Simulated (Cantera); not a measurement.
# Halide evaporation, hydrolysis and transport: NaCl + H₂O + H₂

Input: 1 mol NaCl, 0.16 mol H₂O, 0.66 mol H₂, at 0.470 Pa.

Method: chemical equilibrium by Gibbs-energy minimisation in Cantera with the NASA 1993 tables (ideal gas, pure condensed phases). Candidate condensed phases: H₂O, Na, NaCl, NaOH, NaO₂, Na₂O, Na₂O₂; 23 gas species. The numbers say what is thermodynamically allowed, not how fast it happens.

| T (K) | log p H₂ | log p NaCl | log p H | log p Na | log p Cl | log p H₂O | log p HCl | log p O | log p Na₂Cl₂ | n NaCl(s) |
|---|---|---|---|---|---|---|---|---|---|---|
| 698 | -5.42 | -9.19 | -16.36 | -12.14 | <-17 | -6.04 | -12.10 | <-17 | -10.06 | 1.000 |
| 848 | -5.49 | -6.25 | -13.47 | -9.38 | <-17 | -6.11 | -9.37 | <-17 | -6.84 | 0.827 |
| 998 | -5.77 | -5.60 | -11.55 | -8.21 | -14.02 | -6.38 | -8.21 | <-17 | -7.37 | 0 |
| 1148 | -5.77 | -5.59 | -10.03 | -7.54 | -11.85 | -6.39 | -7.54 | -17.10 | -8.72 | 0 |
| 1298 | -5.78 | -5.61 | -8.86 | -7.04 | -10.19 | -6.39 | -7.04 | -14.45 | -9.78 | 0 |
| 1448 | -5.81 | -5.64 | -7.94 | -6.65 | -8.87 | -6.40 | -6.65 | -12.33 | -10.66 | 0 |
| 1598 | -5.86 | -5.70 | -7.21 | -6.36 | -7.81 | -6.41 | -6.37 | -10.58 | -11.43 | 0 |
| 1748 | -5.97 | -5.81 | -6.62 | -6.14 | -6.97 | -6.44 | -6.20 | -9.10 | -12.20 | 0 |
| 1898 | -6.15 | -6.03 | -6.18 | -5.98 | -6.36 | -6.56 | -6.21 | -7.83 | -13.10 | 0 |
| 2048 | -6.46 | -6.48 | -5.88 | -5.91 | -6.04 | -7.05 | -6.49 | -7.00 | -14.39 | 0 |
| 2198 | -6.97 | -7.11 | -5.74 | -5.91 | -5.94 | -8.19 | -7.03 | -6.74 | -15.97 | 0 |
log p: log10 of the partial pressure in bar; n: condensed amount in mol.

From 698 K to 848 K the condensed part is NaCl(s). From 998 K to 2198 K nothing is condensed. The main Na-bearing gas is NaCl at 698 K and Na at 2198 K.
